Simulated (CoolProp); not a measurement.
A Linde-Hampson liquefier for nitrogen: isothermal reversible compression at 250 K from 1 atm to 25 MPa, throttling to 1 atm, return gas leaving the recuperator 10 K below the feed. Each further row changes one setting.

Values from CoolProp's reference Helmholtz-energy equation of state, Span 2000.

```csv
case,liquid yield per pass,compression work (kJ/kg of gas)
as stated,0.118,403
high pressure 50 MPa,0.126,[?]
warm-end temperature 280 K,[?],[?]
warm-end gap 15 K,0.105,403
```

Q: What belongs in the gaps?

A: 
- high pressure 50 MPa, compression work (kJ/kg of gas): 465
- warm-end temperature 280 K, liquid yield per pass: 0.079
- warm-end temperature 280 K, compression work (kJ/kg of gas): 457
